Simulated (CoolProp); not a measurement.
A simple Rankine cycle with toluene: condensing at 329.15 K, boiler at 0.732 MPa, turbine inlet 473.8 K, turbine efficiency 0.6, pump efficiency 0.7, no recuperator. Each further row changes one setting.

The numbers come from the reference Helmholtz-energy equation of state, Lemmon 2006 in CoolProp. It is a short technical equation, of lower accuracy than the large ones.

```tsv
case	thermal efficiency (%)	net work (kJ/kg)	heat in (kJ/kg)	turbine exit temperature (K)	volume ratio over the turbine
as stated	13.9	82.0	591	410.2	47.4
turbine inlet 493.8 K	13.8	86.8	630	431.7	46.6
condensing temperature 321.15 K	14.6	88.7	605	405.8	65.8
boiler pressure 0.512 MPa	12.8	76.9	599	418.7	31.9
turbine efficiency 0.5	11.5	68.1	591	419.1	48.5
```
